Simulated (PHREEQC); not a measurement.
A solution holds 0.0029 mol/kgw NiSO4 and 0.011 mol/kgw NaCl, at 25 °C. Closed to the air; pH follows from the charge balance.

All values are PHREEQC results (ion-association model, wateq4f.dat), not measurements.

This is a speciation only: nothing precipitates in the calculation.

Predict the pH, ionic strength.

pH 6.37; ionic strength 0.0208 mol/kgw.

In which forms is Ni present?

Ni+2 85 %, NiSO4 13 %, NiCl+ 1.3 % of the Ni.

Species that the database lacks are ignored.
